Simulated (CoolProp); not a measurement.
Vapour-liquid equilibrium of propane (1) + n-pentane (2) at -53.15 °C; x and y are mole fractions of (1).

Values from CoolProp's multi-fluid Helmholtz-energy mixture model, Lemmon 2009 and Thol 2019; pair parameters Kunz 2012.

| x | bubble pressure (kPa) | y at the bubble point | dew pressure at overall composition x (kPa) | liquid density (mol/L) |
|---|---|---|---|---|
| 0.05 | 5.510 | 0.814 | 1.129 | 9.725 |
| 0.15 | 13.18 | ? | 1.261 | 9.962 |
| 0.25 | 19.75 | 0.957 | ? | 10.25 |
| 0.35 | 25.64 | 0.970 | 1.642 | 10.58 |
| 0.45 | 31.13 | 0.979 | 1.936 | 10.96 |
| 0.55 | 36.40 | 0.984 | 2.356 | 11.38 |
| 0.65 | 41.57 | ? | 3.009 | ? |
| 0.75 | 46.75 | 0.992 | ? | 12.30 |
| 0.85 | 52.05 | 0.996 | 6.747 | ? |
| 0.95 | ? | 0.999 | 17.55 | 13.24 |

Complete the blanks.


- 0.15, y at the bubble point: 0.929
- 0.25, dew pressure at overall composition x (kPa): 1.426
- 0.65, y at the bubble point: 0.989
- 0.65, liquid density (mol/L): 11.83
- 0.75, dew pressure at overall composition x (kPa): 4.163
- 0.85, liquid density (mol/L): 12.78
- 0.95, bubble pressure (kPa): 57.62

No azeotrope shows between x = 0.05 and 0.95.

Pair parameters are fitted to limited data, so mixtures are less certain than the pure fluids.
